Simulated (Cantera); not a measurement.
Silicon carbide growth: CH3SiH3 + C2H2 + H2

A closed system holds: 1 mol CH3SiH3, 0.18 mol C2H2, 1700 mol H2, equilibrated at 1173 K and 3.30 Torr.

Equilibrium computed with Cantera from the NASA thermochemical tables; the gas is ideal and each condensed phase is pure. Candidate condensed phases: C, C6H6, C7H8, C8H18, Si, SiC; 87 gas species. The feed counts by its element totals alone. The numbers say what is thermodynamically allowed, not how fast it happens.

```json
{
 "x(H2)": "1.000",
 "x(CH4)": "8.56e-5",
 "x(H)": "1.78e-6",
 "n(C(graphite))": "0.214 mol",
 "n(SiC(s))": "1.00 mol",
 "gas_amount": "1703 mol",
 "log10 activity of Si(s) (absent)": "-2.85"
}
```
